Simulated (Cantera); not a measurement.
What does this Cantera script print?

```python
import numpy as np
import cantera as ct

gas = ct.Solution("gri30.yaml", transport_model="mixture-averaged")
show = ['CO2', 'C2H2', 'H2O']

rows = []
print(f"{'T/K':>7s}{'rho':>11s}{'cp':>10s}{'mu':>11s}{'lambda':>11s}{'Pr':>7s}" + "".join(f"{'D_' + s:>11s}" for s in show))
for T in [400, 500, 600, 700, 800, 900, 1000]:
    gas.TPX = T, 1333, {'CO': 0.91, 'N2': 0.37, 'CO2': 0.28}
    Pr = gas.cp_mass * gas.viscosity / gas.thermal_conductivity
    D = [gas.mix_diff_coeffs_mole[gas.species_index(s)] for s in show]
    rows.append([gas.density, gas.cp_mass, gas.viscosity, gas.thermal_conductivity, Pr, *D])
    print(f"{T:7g}{gas.density:11.4e}{gas.cp_mass:10.1f}{gas.viscosity:11.4e}"
          f"{gas.thermal_conductivity:11.4e}{Pr:7.3f}" + "".join(f"{d:11.4e}" for d in D))
print("SI units: kg/m3, J/kg/K, Pa s, W/m/K, m2/s")
```

Output:

```
    T/K        rho        cp         mu     lambda     Pr      D_CO2     D_C2H2      D_H2O
    400 1.2378e-02    1019.9 2.1587e-05 3.0706e-02  0.717 2.0128e-03 2.0064e-03 2.7975e-03
    500 9.9024e-03    1050.0 2.5465e-05 3.7322e-02  0.716 2.9905e-03 2.9852e-03 4.2765e-03
    600 8.2520e-03    1080.8 2.9007e-05 4.3809e-02  0.716 4.1100e-03 4.1070e-03 6.0013e-03
    700 7.0731e-03    1111.9 3.2298e-05 5.0135e-02  0.716 5.3611e-03 5.3612e-03 7.9511e-03
    800 6.1890e-03    1142.5 3.5392e-05 5.6288e-02  0.718 6.7358e-03 6.7399e-03 1.0110e-02
    900 5.5013e-03    1170.5 3.8327e-05 6.2269e-02  0.720 8.2280e-03 8.2366e-03 1.2464e-02
   1000 4.9512e-03    1193.7 4.1130e-05 6.8079e-02  0.721 9.8323e-03 9.8460e-03 1.5004e-02
SI units: kg/m3, J/kg/K, Pa s, W/m/K, m2/s
```

Computed with Cantera and GRI-Mech 3.0 (53 species, 325 reactions).
